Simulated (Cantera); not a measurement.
Input: 1 mol B2H6, 0.5 mol O2, equilibrated at 0.260 bar.

Equilibrium computed with Cantera from the NASA thermochemical tables; the gas is ideal and each condensed phase is pure. Candidate condensed phases: B, B2O3, B3O3H3, H2O; 23 gas species. The feed counts by its element totals alone. Mutual solubility and eutectic melting of coexisting phases are not modelled. Gases not in the tables: B2H6 and higher boranes. The numbers say what is thermodynamically allowed, not how fast it happens.

Q: Which condensed phases are stable at each of these points (T (K)): 875, 1075, 1275, 1475, 1675, 1875, 2075, 2275?

A: 
```tsv
T (K)	condensed phases	B condensed (%)
875	B(s) + B2O3(l)	98.8
1075	B(s) + B2O3(l)	98.5
1275	B(s) + B2O3(l)	98.4
1475	B(s) + B2O3(l)	97.5
1675	B(s) + B2O3(l)	89.8
1875	B(s)	53.3
2075	B(s)	51.3
2275	B(s)	50.2
```

From 875 K to 1675 K the condensed part is B(s) + B2O3(l). From 1875 K to 2275 K the condensed part is B(s).
